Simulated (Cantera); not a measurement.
Charge: 1 mol Fe2O3, 0.19 mol Cl2, 2.1 mol N2, at 1000 K and 0.0430 bar.

Cantera equilibrium calculation (NASA polynomials, part measured and part estimated; ideal gas, pure solids and liquids). Candidate condensed phases: Fe, FeCl2, FeCl3, FeO, Fe2O3, Fe3O4; 19 gas species. Rates play no part.

Base state: N2 0.915, Cl2 0.0713, FeCl3 0.00715, O2 0.00571, Cl 0.000500, FeCl2 0.000460 (mole fractions); condensed: Fe2O3(s).

Problem. What changes in the equilibrium state with this change: temperature from 1000 K to 823 K?

Solution. 
```json
[
 {"species": "N2", "before": "0.915", "after": "0.917"},
 {"species": "Cl2", "before": "0.0713", "after": "0.0815"},
 {"species": "FeCl3", "before": "0.00715", "after": "0.000924"},
 {"species": "O2", "before": "0.00571", "after": "0.000699"},
 {"species": "FeCl2", "before": "0.000460", "after": "3.18e-6"},
 {"species": "Cl", "before": "0.000500", "after": "2.16e-5"},
 {"species": "Fe2O3(s), mol", "before": "0.991", "after": "0.999"}
]
```
Condensed phases not in the tables: FeOCl.

Problem. What changes in the equilibrium state with this change: temperature from 1000 K to 1498.15 K?

Solution. 
```csv
species,before,after
N2,0.915,0.814
O2,0.00571,0.105
FeCl2,0.000460,0.0582
Cl2,0.0713,0.00350
Cl,0.000500,0.0165
NO,5.56e-6,0.000870
ClO,4.88e-7,2.72e-5
"Fe2O3(s), mol",0.991,0
"Fe3O4(s), mol",0,0.614
```
